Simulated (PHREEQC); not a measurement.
0.027 g of hydrous ferric oxide (600 m²/g; 0.2 weak and 0.005 strong sites per Fe, Dzombak-Morel constants, diffuse double layer) in 1 kg of water with 0.1 mol/kgw of an inert sodium salt and 1.2e-07 mol CuSO4, at 25 °C; the pH is set by adding NaOH or the inert anion's acid. Oxygen alone is held at its pressure in air (log pO2 = -0.68). The system is closed to CO2. Nothing may precipitate in this run.

Base run: PHREEQC, ion-association model, wateq4f.dat. Each further column changes one thing. The table gives S sorbed (%).

```
pH   base  no electrostatic term (-no_edl)  background salt from 0.1 to 0.01 mol/kgw  oxide from 0.027 to 0.14 g/kgw  1.4e-05 mol/kgw CaCl2 added
---  ----  -------------------------------  ----------------------------------------  ------------------------------  ---------------------------
3    89.2                              0.0                                      99.9                            97.7                         89.2
4    85.6                              0.0                                       ___                             ___                         85.5
4.5  77.6                              0.0                                       ___                            94.8                         77.6
5.5  33.6                              0.0                                      85.4                            72.4                         33.6
6.5   3.0                              0.0                                      14.4                            13.8                          3.0
7.5   0.1                              0.0                                       ___                             ___                          0.1
8     0.0                              0.0                                       0.0                             0.1                          0.0
9     0.0                              0.0                                       0.0                             0.0                          0.0
```

Some entries are withheld; supply them.


- 4, background salt from 0.1 to 0.01 mol/kgw: 99.7
- 4, oxide from 0.027 to 0.14 g/kgw: 96.9
- 4.5, background salt from 0.1 to 0.01 mol/kgw: 99.0
- 7.5, background salt from 0.1 to 0.01 mol/kgw: 0.3
- 7.5, oxide from 0.027 to 0.14 g/kgw: 0.5

The database's constant for dissolved Cu(OH)2 is higher than later reviews accept. The oxide is taken as insoluble; below pH 4 it would dissolve.
